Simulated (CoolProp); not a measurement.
Vapour-liquid equilibrium of p-xylene (1) + n-undecane (2) at 0.364 MPa; x and y are mole fractions of (1).

Computed with CoolProp (multi-fluid Helmholtz-energy mixture model, Zhou 2012 and Aleksandrov 2011; pair parameters Bell 2016).

| x | bubble temperature (K) | y at the bubble point | dew temperature at overall composition x (K) | liquid density (mol/L) |
|---|---|---|---|---|
| 0.05 | [?] | 0.109 | 527.2 | [?] |
| 0.125 | 518.8 | 0.256 | [?] | 3.720 |
| 0.2 | 512.9 | [?] | 521.2 | 3.895 |
| 0.275 | 507.3 | 0.494 | 518.0 | 4.077 |
| 0.35 | 502.0 | [?] | 514.5 | 4.270 |
| 0.425 | 496.9 | 0.670 | 510.9 | 4.473 |
| 0.5 | 492.1 | 0.739 | 507.0 | 4.687 |
| 0.575 | 487.6 | 0.798 | 502.8 | 4.915 |
| 0.65 | [?] | 0.848 | 498.2 | [?] |
| 0.725 | 479.4 | 0.891 | 493.2 | 5.415 |
| 0.8 | 475.6 | 0.927 | 487.5 | 5.692 |
| 0.875 | 472.1 | 0.958 | 481.0 | 5.990 |
| 0.95 | [?] | 0.985 | 473.1 | 6.311 |

Question: Complete the blanks.

Answer: 
- 0.05, bubble temperature (K): 524.9
- 0.05, liquid density (mol/L): 3.554
- 0.125, dew temperature at overall composition x (K): 524.3
- 0.2, y at the bubble point: 0.384
- 0.35, y at the bubble point: 0.589
- 0.65, bubble temperature (K): 483.4
- 0.65, liquid density (mol/L): 5.157
- 0.95, bubble temperature (K): 468.8

No azeotrope shows between x = 0.05 and 0.95.

Pair parameters are fitted to limited data, so mixtures are less certain than the pure fluids.
